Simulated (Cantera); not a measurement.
Input (Python, Cantera):

```python
import numpy as np
import cantera as ct

gas = ct.Solution("SiF4_NH3_mec.yaml", "gas")
gas.TPX = 1650, 2666, {'NH3': 1, 'N2': 0.17}
reactor = ct.IdealGasConstPressureReactor(gas, energy="off", clone=False)
net = ct.ReactorNet([reactor])
net.rtol, net.atol = 1e-08, 1e-18
show = ['NH3', 'H', 'NH2', 'N', 'N2', 'H2']
times = np.geomspace(3e-06, 20, 11)

steps = ct.SolutionArray(gas, extra=["t"])
rows = []
print(f"{'t/s':>10s}{'T/K':>9s}{'P/Pa':>11s}" + "".join(f"{s:>11s}" for s in show))
for t in times:
    while net.time < t:
        t_next = net.step()
        steps.append(gas.state, t=t_next)
    rows.append([np.interp(t, steps.t, y) for y in (steps.T, steps.P, *steps(*show).X.T)])
    print(f"{t:10.3e}{rows[-1][0]:9.1f}{rows[-1][1]:11.4g}" + "".join(f"{x:11.3e}" for x in rows[-1][2:]))
rate = np.gradient(steps.T, steps.t)
print("integrator steps:", len(steps.t))
if steps.T.max() > steps.T[0] + 200:
    print(f"time of steepest temperature rise: {steps.t[rate.argmax()]:.4e} s")
gas.TPX = 1650, 2666, {'NH3': 1, 'N2': 0.17}
gas.equilibrate("TP")
print(f"equilibrium (TP): T = {gas.T:.1f} K  " + "  ".join(f"{s} {gas[s].X[0]:.3e}" for s in show))
```

It prints:

```
       t/s      T/K       P/Pa        NH3          H        NH2          N         N2         H2
 3.000e-06   1650.0       2666  8.547e-01  5.018e-09  8.930e-09  1.358e-23  1.453e-01  1.956e-09
 1.444e-05   1650.0       2666  8.547e-01  9.650e-09  5.748e-08  1.095e-20  1.453e-01  2.391e-08
 6.949e-05   1650.0       2666  8.547e-01  9.998e-09  3.131e-07  2.309e-18  1.453e-01  1.515e-07
 3.344e-04   1650.0       2666  8.547e-01  9.999e-09  1.545e-06  3.976e-16  1.453e-01  7.674e-07
 1.609e-03   1650.0       2666  8.547e-01  1.004e-08  7.468e-06  8.504e-14  1.453e-01  3.738e-06
 7.746e-03   1650.0       2666  8.546e-01  1.148e-08  3.584e-05  8.438e-12  1.453e-01  1.898e-05
 3.728e-02   1650.0       2666  8.543e-01  5.376e-08  1.598e-04  1.788e-10  1.453e-01  2.051e-04
 1.794e-01   1650.0       2666  8.502e-01  4.927e-07  2.495e-04  2.147e-09  1.461e-01  3.449e-03
 8.635e-01   1650.0       2666  8.293e-01  2.463e-06  2.385e-04  1.112e-08  1.501e-01  2.039e-02
 4.156e+00   1650.0       2666  7.387e-01  1.093e-05  2.104e-04  3.529e-08  1.674e-01  9.370e-02
 2.000e+01   1650.0       2666  4.623e-01  4.158e-05  1.488e-04  5.473e-08  2.203e-01  3.172e-01
integrator steps: 878
equilibrium (TP): T = 1650.0 K  NH3 3.454e-07  H 4.655e-04  NH2 5.724e-10  N 6.750e-12  N2 3.087e-01  H2 6.909e-01
```

Computed with Cantera and the gas-phase N/H chemistry of the illustrative SiF4/NH3 mechanism in the Surface Chemkin manual (1991). Walls and surfaces, which speed up NH3 decomposition in real reactors, are not modelled.
